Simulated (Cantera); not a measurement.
Mixture: CO : H2 : CH4 : O2 : N2 = 1 : 0.067 : 0.068 : 0.93 : 3.5 (molar parts), equivalence ratio 0.72, at 0.800 bar, adiabatic and at constant pressure. Ignition delay is the time to a rise of 400 K.

Cantera simulation using GRI-Mech 3.0 (53 species, 325 reactions); the numbers are that mechanism's predictions, not measurements. Where the delays flatten at high temperature, the 400 K rule measures the pace of heat release, not the induction time.

Q: Predict: delay at 1323 K; delay at 1398 K; delay at 1473 K; delay at 1548 K; delay at 1623 K; delay at 1698 K; delay at 1773 K.

A: 
* **delay at 1323 K**: 0.186 ms
* **delay at 1398 K**: 0.150 ms
* **delay at 1473 K**: 0.128 ms
* **delay at 1548 K**: 0.115 ms
* **delay at 1623 K**: 0.108 ms
* **delay at 1698 K**: 0.106 ms
* **delay at 1773 K**: 0.107 ms
